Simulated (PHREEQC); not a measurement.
0.016 g of hydrous ferric oxide (600 m²/g; 0.2 weak and 0.005 strong sites per Fe, Dzombak-Morel constants, diffuse double layer) in 1 kg of water with 0.005 mol/kgw of an inert sodium salt and 0.0052 mmol/kgw Ag2SO4, 0.0099 mmol/kgw CuSO4 and 0.066 mmol/kgw CuCl2, at 25 °C; the pH is set by adding NaOH or the inert anion's acid. Oxygen is held at 0.21 atm. The system is closed to CO2. Nothing may precipitate in this run.

The series has 17 steps of pH, from 4 to 10.

All values are PHREEQC results (ion-association model, wateq4f.dat), not measurements.

**Question.** Near which pH is half of the S sorbed, and on which side is more sorbed?

**Answer.** Near pH 5.2, with more sorbed at lower pH.

**Question.** At which pH does the surface charge pass through zero?

**Answer.** Near pH 9.5.

Along this series the solution becomes supersaturated in solids that the run did not let form, among them Cu(OH)2, Brochantite, Antlerite, Atacamite, Cerargyrite. The database's constant for dissolved Cu(OH)2 is higher than later reviews accept.
